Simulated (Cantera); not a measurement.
**Thermodynamics of silicon carbide growth, feed (CH3)2SiCl2 + H2 + C3H8**

Input: 1 mol (CH3)2SiCl2, 170 mol H2, 0.0045 mol C3H8, equilibrated at 638 Torr.

Equilibrium computed with Cantera from the NASA thermochemical tables; the gas is ideal and each condensed phase is pure. Candidate condensed phases: C, C6H6, C7H8, C8H18, Si, SiC; 109 gas species. The feed counts by its element totals alone. The numbers say what is thermodynamically allowed, not how fast it happens.

```csv
T (K),x H2,x HCl,x CH4,x H,x SiCl4,n SiC(s),n C(graphite)
1025,0.983,0.0108,0.00608,4.68e-9,0.000117,0.962,0
1075,0.983,0.0113,0.00593,1.58e-8,2.88e-5,0.989,0
1125,0.983,0.0115,0.00588,4.78e-8,6.97e-6,0.996,0
1175,0.983,0.0115,0.00587,1.32e-7,1.83e-6,0.999,0
1225,0.983,0.0115,0.00586,3.35e-7,5.33e-7,0.999,0
1275,0.983,0.0116,0.00586,7.93e-7,1.71e-7,1.000,0
1325,0.983,0.0116,0.00551,1.76e-6,6.31e-8,1.000,0.0588
1375,0.984,0.0115,0.00410,3.69e-6,3.18e-8,1.000,0.302
1425,0.985,0.0115,0.00311,7.34e-6,1.69e-8,1.000,0.473
1475,0.986,0.0115,0.00240,1.40e-5,9.35e-9,0.999,0.594
1525,0.987,0.0115,0.00189,2.55e-5,5.40e-9,0.999,0.681
1575,0.987,0.0115,0.00151,4.48e-5,3.23e-9,0.999,0.744
1625,0.987,0.0115,0.00122,7.60e-5,2.00e-9,0.999,0.789
1675,0.987,0.0115,0.000998,0.000125,1.28e-9,0.999,0.820
```
x: gas mole fraction; n: condensed amount in mol.

From 1025 K to 1275 K the condensed part is SiC(s). From 1325 K to 1675 K the condensed part is C(graphite) + SiC(s). The main Si-bearing gas is SiCl4 at 1025 K and SiCl2 at 1675 K.
